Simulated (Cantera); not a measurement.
Cantera run:

```python
import numpy as np
import cantera as ct

gas_names = """
    C CN CO CO2 C2 CCN CNC C2N2 C2O C3 C3O2 C4 C4N2 C5 N NCO NO NO2 NO3 N2 N2O O O2 O3
""".split()
cond_names = """
    C(gr)
""".split()


# ... load() reads the species with a 1 bar reference pressure and builds the phases ...
atoms = {
    'CO': {'C': 1, 'O': 1},
    'O2': {'O': 2},
    'N2': {'N': 2},
}
top_T = {'C(gr)': 4500}  # K; cautious upper limits of use, not melting points


# ... equilibrate(T, P, feed) seeds the gas with the atoms and calls Mixture.equilibrate('TP', solver="vcs", rtol=1e-11, max_steps=5000) ...
results = []
T = 2248  # K
P = 45  # Pa
for m in [0.17, 0.25, 0.38, 0.56, 0.83, 1.2, 1.8]:
    feed = {'CO': 1, 'O2': m, 'N2': 11}  # mol
    mix = equilibrate(T, P, feed)
    results.append((T, P, feed, dict(zip(mix.species_names, mix.species_moles))))
    x = sorted(zip(gas.X, gas.species_names), reverse=True)
    print(f"T = {T:g} K  P = {P:g} Pa  n(O2) = {m:g} mol  gas = {mix.phase_moles(0):.4g} mol")
    print("   x: " + "  ".join(f"{s} {v:.3e}" for v, s in x if v > 0.001))
    print("   condensed (mol): " + ("  ".join(f"{mix.phase(i).name} {mix.phase_moles(i):.4g}"
          for i in range(1, mix.n_phases) if mix.phase_moles(i) > 1e-12) or "none"))
```

It prints:

```
T = 2248 K  P = 45 Pa  n(O2) = 0.17 mol  gas = 12.17 mol
   x: N2 9.032e-01  CO 7.194e-02  CO2 1.025e-02  O 9.607e-03  O2 3.126e-03  NO 1.835e-03
   condensed (mol): none
T = 2248 K  P = 45 Pa  n(O2) = 0.25 mol  gas = 12.25 mol
   x: N2 8.968e-01  CO 6.829e-02  CO2 1.335e-02  O 1.318e-02  O2 5.887e-03  NO 2.509e-03
   condensed (mol): none
T = 2248 K  P = 45 Pa  n(O2) = 0.38 mol  gas = 12.39 mol
   x: N2 8.863e-01  CO 6.355e-02  O 1.823e-02  CO2 1.718e-02  O2 1.125e-02  NO 3.449e-03
   condensed (mol): none
T = 2248 K  P = 45 Pa  n(O2) = 0.56 mol  gas = 12.58 mol
   x: N2 8.721e-01  CO 5.854e-02  O 2.413e-02  CO2 2.095e-02  O2 1.971e-02  NO 4.528e-03
   condensed (mol): none
T = 2248 K  P = 45 Pa  n(O2) = 0.83 mol  gas = 12.87 mol
   x: N2 8.516e-01  CO 5.297e-02  O2 3.348e-02  O 3.144e-02  CO2 2.471e-02  NO 5.832e-03
   condensed (mol): none
T = 2248 K  P = 45 Pa  n(O2) = 1.2 mol  gas = 13.28 mol
   x: N2 8.248e-01  O2 5.305e-02  CO 4.746e-02  O 3.958e-02  CO2 2.786e-02  NO 7.224e-03
   condensed (mol): none
T = 2248 K  P = 45 Pa  n(O2) = 1.8 mol  gas = 13.94 mol
   x: N2 7.849e-01  O2 8.448e-02  O 4.994e-02  CO 4.122e-02  CO2 3.054e-02  NO 8.893e-03
   condensed (mol): none
```

Cantera equilibrium calculation (NASA polynomials, part measured and part estimated; ideal gas, pure solids and liquids).
